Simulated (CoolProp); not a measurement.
Vapour-liquid equilibrium of propylene (1) + R142b (2) at -39.45 °C; x and y are mole fractions of (1).

The numbers come from the multi-fluid Helmholtz-energy mixture model, Lemmon 2013 and Lemmon 2006; pair parameters Bell 2016 in CoolProp.

### Question
Give the bubble pressure and the first vapour's composition at x = 0.725, 0.875, 0.95. Is there an azeotrope?

### Answer
x = 0.725: 1.167 bar, y = 0.927; x = 0.875: 1.317 bar, y = 0.967; x = 0.95: 1.394 bar, y = 0.986. No azeotrope shows between x = 0.05 and 0.95.

The pair parameters rest on a limited set of measurements; away from them the model extrapolates.
